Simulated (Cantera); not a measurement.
## Tantalum, niobium, vanadium and zirconium in process gases: Zr + NH3 + N2

Feed: 1 mol Zr, 13 mol NH3, 0.7 mol N2, equilibrated at 2673 K.

Equilibrium computed with Cantera from the NASA thermochemical tables; the gas is ideal and each condensed phase is pure. Candidate condensed phases: Zr, ZrN; 11 gas species. ZrN: taken at fixed stoichiometry. Kinetics and transport are ignored.

| P (Pa) | log p H | log p H2 | log p N2 | log p Zr | log p N | log p NH3 | n ZrN(s) |
|---|---|---|---|---|---|---|---|
| 0.100 | -6.08 | -9.59 | -6.82 | -7.67 | -9.29 | <-18 | 0 |
| 2.50 | -4.69 | -6.80 | -5.42 | -6.27 | -8.59 | <-16 | 0 |
| 63 | -3.35 | -4.13 | -3.98 | -5.10 | -7.87 | -13.24 | 0.475 |
| 1600 | -2.34 | -2.10 | -2.45 | -5.86 | -7.11 | -9.43 | 0.997 |
| 40000 | -1.57 | -0.56 | -1.00 | -6.59 | -6.39 | -6.40 | 1.000 |
| 1000000 | -0.86 | 0.86 | 0.40 | -7.29 | -5.68 | -3.56 | 1.00 |
log p: log10 of the partial pressure in bar; n: condensed amount in mol.

From 0.100 Pa to 2.50 Pa nothing is condensed. From 63.0 Pa to 10.0 bar the condensed part is ZrN(s).
